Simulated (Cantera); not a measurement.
A Cantera script and what it prints.

```python
import numpy as np
import cantera as ct

gas_names = [...]  # 109 gases of nasa_gas.yaml made of C, Cl, H, Si
cond_names = """
    C(gr) C6H6(L) C7H8(L) C8H18(L),n-octa Si(cr) Si(L) SiC(b)
""".split()


# ... load() reads the species with a 1 bar reference pressure and builds the phases ...
atoms = {
    'SiH2Cl2': {'Si': 1, 'H': 2, 'CL': 2},
    'C3H8': {'C': 3, 'H': 8},
    'H2': {'H': 2},
    'C2H2': {'C': 2, 'H': 2},
}
top_T = {'C(gr)': 4500, 'SiC(b)': 3050}  # K; cautious upper limits of use, not melting points


# ... equilibrate(T, P, feed) seeds the gas with the atoms and calls Mixture.equilibrate('TP', solver="vcs", rtol=1e-11, max_steps=5000) ...
results = []
feed = {'SiH2Cl2': 1, 'C3H8': 0.035, 'H2': 550, 'C2H2': 0.33}  # mol
P = 250  # Pa
for T in [900, 1050, 1200, 1350, 1500, 1650, 1800, 1950, 2100, 2250]:
    mix = equilibrate(T, P, feed)
    results.append((T, P, feed, dict(zip(mix.species_names, mix.species_moles))))
    x = sorted(zip(gas.X, gas.species_names), reverse=True)
    print(f"T = {T:g} K  P = {P:g} Pa  gas = {mix.phase_moles(0):.4g} mol")
    print("   x: " + "  ".join(f"{s} {v:.3e}" for v, s in x if v > 0.0001))
    print("   condensed (mol): " + ("  ".join(f"{mix.phase(i).name} {mix.phase_moles(i):.4g}"
          for i in range(1, mix.n_phases) if mix.phase_moles(i) > 1e-12) or "none"))
```

Output:

```
T = 900 K  P = 250 Pa  gas = 552.4 mol
   x: H2 9.967e-01  HCL 3.210e-03
   condensed (mol): Si(cr) 0.1661  SiC(b) 0.7649
T = 1050 K  P = 250 Pa  gas = 552.5 mol
   x: H2 9.964e-01  HCL 3.565e-03
   condensed (mol): Si(cr) 0.2205  SiC(b) 0.765
T = 1200 K  P = 250 Pa  gas = 552.5 mol
   x: H2 9.964e-01  HCL 3.559e-03
   condensed (mol): Si(cr) 0.2183  SiC(b) 0.765
T = 1350 K  P = 250 Pa  gas = 552.5 mol
   x: H2 9.964e-01  HCL 3.549e-03
   condensed (mol): Si(cr) 0.2152  SiC(b) 0.765
T = 1500 K  P = 250 Pa  gas = 552.6 mol
   x: H2 9.961e-01  HCL 3.537e-03  H 3.514e-04
   condensed (mol): Si(cr) 0.2089  SiC(b) 0.765
T = 1650 K  P = 250 Pa  gas = 553 mol
   x: H2 9.945e-01  HCL 3.519e-03  H 1.812e-03  Si 1.072e-04
   condensed (mol): Si(cr) 0.1379  SiC(b) 0.7647
T = 1800 K  P = 250 Pa  gas = 554.7 mol
   x: H2 9.889e-01  H 7.121e-03  HCL 3.557e-03  Si 3.735e-04
   condensed (mol): SiC(b) 0.7614
T = 1950 K  P = 250 Pa  gas = 559.2 mol
   x: H2 9.728e-01  H 2.261e-02  HCL 3.505e-03  Si 7.368e-04  C2H2,acetylene 1.828e-04
   condensed (mol): SiC(b) 0.5415
T = 2100 K  P = 250 Pa  gas = 570.7 mol
   x: H2 9.339e-01  H 6.022e-02  HCL 3.339e-03  Si 1.616e-03  C2H2,acetylene 6.122e-04  CL 1.584e-04
   condensed (mol): none
T = 2250 K  P = 250 Pa  gas = 594.4 mol
   x: H2 8.569e-01  H 1.375e-01  HCL 3.012e-03  Si 1.603e-03  C2H2,acetylene 5.978e-04  CL 3.498e-04
   condensed (mol): none
```

Equilibrium computed with Cantera from the NASA thermochemical tables; the gas is ideal and each condensed phase is pure. Mutual solubility and eutectic melting of coexisting phases are not modelled.
